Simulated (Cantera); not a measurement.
Charge: 1 mol SiH2Cl2, 3.4 mol NO, 0.15 mol H2, equilibrated at 0.000200 bar.

These are equilibrium values from Cantera (NASA tables, ideal gas, pure condensed phases), not measurements of a reactor. Candidate condensed phases: H2O, NH4Cl, Si, SiO2, Si2N2O, Si3N4; 47 gas species. The tables hold silica as quartz up to 1696 K and as liquid above; real silica turns to tridymite and cristobalite and melts near 1996 K. The numbers say what is thermodynamically allowed, not how fast it happens.

### Question
Which condensed phases are stable at each of these points (T (°C)): 902, 977, 1052, 1127, 1202, 1277, 1352, 1427, 1502, 1577, 1652, 1727, 1802?

### Answer
| T (°C) | condensed phases | Si condensed (%) |
|---|---|---|
| 902 | SiO2(β-quartz) | 100.0 |
| 977 | SiO2(β-quartz) | 100.0 |
| 1052 | SiO2(β-quartz) | 100.0 |
| 1127 | SiO2(β-quartz) | 100.0 |
| 1202 | SiO2(β-quartz) | 100.0 |
| 1277 | SiO2(β-quartz) | 100.0 |
| 1352 | SiO2(β-quartz) | 100.0 |
| 1427 | SiO2(condensed) | 100.0 |
| 1502 | SiO2(condensed) | 100.0 |
| 1577 | SiO2(condensed) | 99.7 |
| 1652 | SiO2(condensed) | 97.8 |
| 1727 | SiO2(l) | 86.5 |
| 1802 | SiO2(l) | 22.9 |

From 902 °C to 1352 °C the condensed part is SiO2(β-quartz). From 1427 °C to 1652 °C the condensed part is SiO2(condensed). From 1727 °C to 1802 °C the condensed part is SiO2(l).
